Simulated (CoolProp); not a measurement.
A single-stage vapour-compression cycle with chlorine: evaporating at 210.15 K (dew point), condensing at 236.15 K (bubble point), superheat 0 K, subcooling 5 K, compressor efficiency 0.7, no pressure losses. Each further row changes one setting.

Model: reference Helmholtz-energy equation of state, Thol 2021, in CoolProp.

```tsv
case	cooling COP	pressure ratio	discharge temperature (K)	refrigerating effect (kJ/kg)	volumetric capacity (kJ/m³)
as stated	…	3.84	329.8	283	267
evaporating temperature 215.15 K	…	2.88	…	…	351
condensing temperature 231.15 K	6.41	…	306.8	288	271
subcooling 10 K	5.14	3.84	329.8	288	271
superheat 10 K	…	3.84	344.5	288	259
compressor efficiency 0.6	4.34	3.84	348.7	283	267
```

Fill in the missing entries.


- as stated, cooling COP: 5.06
- evaporating temperature 215.15 K, cooling COP: 6.59
- evaporating temperature 215.15 K, discharge temperature (K): 308.2
- evaporating temperature 215.15 K, refrigerating effect (kJ/kg): 285
- condensing temperature 231.15 K, pressure ratio: 3.04
- superheat 10 K, cooling COP: 4.91
